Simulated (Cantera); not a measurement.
Feed: 1 mol CF₄, 0.034 mol HCl, 0.68 mol H₂, held at 1675 K.

Method: chemical equilibrium by Gibbs-energy minimisation in Cantera with the NASA 1993 tables (ideal gas, pure condensed phases). Candidate condensed phases: C, C₆H₆, C₇H₈, C₈H₁₈; 118 gas species. Gases not in the tables: C₂F₆ and larger saturated fluorocarbons. Kinetics and transport are ignored.

x: gas mole fraction; n: condensed amount in mol.

```
P (Pa)   x HF  x CF₄         x F       x CF₂        x Cl       x HCl  n C(graphite)
------  -----  -----  ----------  ----------  ----------  ----------  -------------
1       0.594  0.217       0.108      0.0651      0.0145     8.72e-6          0.334
10      0.652  0.287  (withheld)  (withheld)      0.0158  (withheld)          0.334
100     0.666  0.306     0.00370     0.00772      0.0159    0.000311          0.342
1000    0.668  0.312    0.000662     0.00246      0.0144     0.00159          0.345
10000   0.668  0.315  (withheld)  (withheld)  (withheld)  (withheld)          0.344
100000  0.665  0.318     2.10e-5    0.000249     0.00328      0.0113          0.342
```

**Question.** Fill in the missing entries.

**Answer.** 
- 10, x F: 0.0205
- 10, x CF₂: 0.0236
- 10, x HCl: 5.49e-5
- 10000, x F: 0.000118
- 10000, x CF₂: 0.000783
- 10000, x Cl: 0.00941
- 10000, x HCl: 0.00581
